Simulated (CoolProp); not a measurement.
A Linde-Hampson liquefier for nitrogen: isothermal reversible compression at 280 K from 1 atm to 25 MPa, throttling to 1 atm, return gas leaving the recuperator 0 K below the feed. Each further row changes one setting.

Values from CoolProp's reference Helmholtz-energy equation of state, Span 2000.

| case | liquid yield per pass | compression work (kJ/kg of gas) |
|---|---|---|
| as stated | ? | 457 |
| high pressure 50 MPa | ? | 527 |
| warm-end temperature 310 K | 0.075 | ? |
| warm-end gap 5 K | ? | 457 |

### Question
Some entries are withheld; supply them.

### Answer

- as stated, liquid yield per pass: 0.103
- high pressure 50 MPa, liquid yield per pass: 0.110
- warm-end temperature 310 K, compression work (kJ/kg of gas): 510
- warm-end gap 5 K, liquid yield per pass: 0.091
